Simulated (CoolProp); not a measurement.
Vapour pressure (bar) of nitrogen: the reference equation beside estimates from Tc = -147.0 °C, pc = 33.96 bar, ω = 0.037. Clausius-Clapeyron is anchored at -169.45 °C with a constant enthalpy of vaporisation of 4.263 kJ/mol.

Computed with CoolProp (reference Helmholtz-energy equation of state, Span 2000).

```csv
T (°C),reference,Clausius-Clapeyron,van der Waals,Peng-Robinson
-177.05,5.876,6.743,10.32,(withheld)
-173.25,7.729,8.260,12.40,(withheld)
-169.45,9.970,9.970,14.72,10.01
-165.65,(withheld),11.87,17.30,12.70
-161.85,15.79,13.97,20.14,15.87
-158.05,19.47,(withheld),23.26,(withheld)
-154.35,23.63,18.69,26.55,23.76
-150.55,28.55,21.37,30.22,28.68
```

Q: Complete the blanks.

A: 
- -177.05, Peng-Robinson: 5.892
- -173.25, Peng-Robinson: 7.752
- -165.65, reference: 12.64
- -158.05, Clausius-Clapeyron: 16.27
- -158.05, Peng-Robinson: 19.59

Absolute difference from the reference over all 8 rows, mean and median: Clausius-Clapeyron 12.7 and 13.1 %, van der Waals 35.7 and 32.2 %, Peng-Robinson 0.4 and 0.5 %.
